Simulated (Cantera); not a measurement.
What does this Cantera script print?

```python
import numpy as np
import cantera as ct

gas = ct.Solution("gri30.yaml")
gas.TPX = 450, 570000, {'C3H8': 1, 'O2': 6.76, 'N2': 25.4}
inlet = ct.Reservoir(gas, clone=True)
gas.equilibrate("HP")  # start burning
reactor = ct.IdealGasConstPressureReactor(gas, energy="on", clone=False)
exhaust = ct.Reservoir(gas, clone=True)
tau = [0.13, 0.054, 0.022, 0.009, 0.0036, 0.0015, 0.00061, 0.00025, 0.0001, 4.1e-05, 1.7e-05, 6.8e-06][0]
for a, b in ((inlet, reactor), (reactor, exhaust)):
    ct.MassFlowController(a, b, mdot=lambda t: reactor.mass / tau)
net = ct.ReactorNet([reactor])
show = ['C3H8', 'O2', 'CH4', 'H', 'HCO']

rows = []
print(f"{'tau/s':>10s}{'T/K':>9s}" + "".join(f"{s:>11s}" for s in show))
for tau in [0.13, 0.054, 0.022, 0.009, 0.0036, 0.0015, 0.00061, 0.00025, 0.0001, 4.1e-05, 1.7e-05, 6.8e-06]:
    net.initial_time = 0.0
    net.advance(30 * tau)
    before = gas.X
    net.advance(40 * tau)
    drift = np.max(np.abs(gas.X - before) / (gas.X + 1e-9))
    rows.append([gas.T, *gas[show].X, drift])
    print(f"{tau:10.3e}{gas.T:9.1f}" + "".join(f"{x:11.3e}" for x in gas[show].X))
```

Output:

```
     tau/s      T/K       C3H8         O2        CH4          H        HCO
 1.300e-01   2064.3  8.313e-08  5.100e-02  9.609e-08  1.220e-05  2.068e-09
 5.400e-02   2063.9  1.942e-07  5.119e-02  2.074e-07  1.453e-05  5.000e-09
 2.200e-02   2061.9  4.504e-07  5.134e-02  4.134e-07  2.015e-05  1.242e-08
 9.000e-03   2057.3  9.987e-07  5.151e-02  7.231e-07  3.339e-05  3.113e-08
 3.600e-03   2048.6  2.149e-06  5.180e-02  1.150e-06  6.494e-05  8.129e-08
 1.500e-03   2034.4  4.286e-06  5.232e-02  1.728e-06  1.311e-04  2.068e-07
 6.100e-04   2010.8  8.483e-06  5.329e-02  2.773e-06  2.708e-04  5.465e-07
 2.500e-04   1974.0  1.672e-05  5.501e-02  5.168e-06  5.302e-04  1.436e-06
 1.000e-04   1914.9  3.572e-05  5.827e-02  1.284e-05  9.514e-04  3.857e-06
 4.100e-05   1812.9  9.577e-05  6.532e-02  5.152e-05  1.336e-03  1.009e-05
 1.700e-05    450.0  3.016e-02  2.039e-01 -3.463e-17 -1.891e-32 -2.700e-34
 6.800e-06    450.0  3.016e-02  2.039e-01 -8.765e-21  2.788e-34 -5.800e-39
```

Detailed kinetics in Cantera: GRI-Mech 3.0 (53 species, 325 reactions). GRI-Mech 3.0 was tuned for natural gas; its chemistry of propane as a main component is partial and can be far from experiment.
